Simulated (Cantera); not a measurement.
## Fe₂O₃ + H₂O + H₂ (chemical vapour transport)

Input: 1 mol Fe₂O₃, 1.7 mol H₂O, 0.27 mol H₂, held at 330000 Pa.

Equilibrium computed with Cantera from the NASA thermochemical tables; the gas is ideal and each condensed phase is pure. Candidate condensed phases: Fe, FeO, Fe(OH)₂, Fe(OH)₃, Fe₂O₃, Fe₃O₄, H₂O; 12 gas species. Mutual solubility and eutectic melting of coexisting phases are not modelled. Kinetics and transport are ignored.

```csv
T (°C),log p H₂O,log p O₂,log p OH,log p H₂,log p Fe(OH)₂,log p O,n Fe₂O₃(s),n Fe₃O₄(s)
852,0.52,-7.72,-7.00,-4.24,-7.53,<-11,0.190,0.540
902,0.52,-6.79,-6.44,-4.21,-7.14,-11.23,0.190,0.540
952,0.52,-5.94,-5.93,-4.19,-6.79,-10.34,0.190,0.540
1002,0.52,-5.15,-5.47,-4.16,-6.46,-9.53,0.190,0.540
1052,0.52,-4.43,-5.03,-4.14,-6.15,-8.77,0.190,0.540
1102,0.52,-3.75,-4.63,-4.12,-5.87,-8.07,0.189,0.540
1152,0.52,-3.13,-4.26,-4.10,-5.61,-7.42,0.187,0.542
1202,0.52,-2.55,-3.91,-4.08,-5.36,-6.82,0.180,0.547
1252,0.52,-2.01,-3.59,-4.06,-5.14,-6.25,0.155,0.564
1302,0.51,-1.50,-3.29,-4.04,-4.93,-5.72,0.0759,0.616
1352,0.51,-1.28,-3.07,-3.90,-4.69,-5.35,0,0.667
1402,0.51,-1.28,-2.91,-3.66,-4.43,-5.11,0,0.667
```
log p: log10 of the partial pressure in bar; n: condensed amount in mol.

From 852 °C to 1302 °C the condensed part is Fe₂O₃(s) + Fe₃O₄(s). From 1352 °C to 1402 °C the condensed part is Fe₃O₄(s).
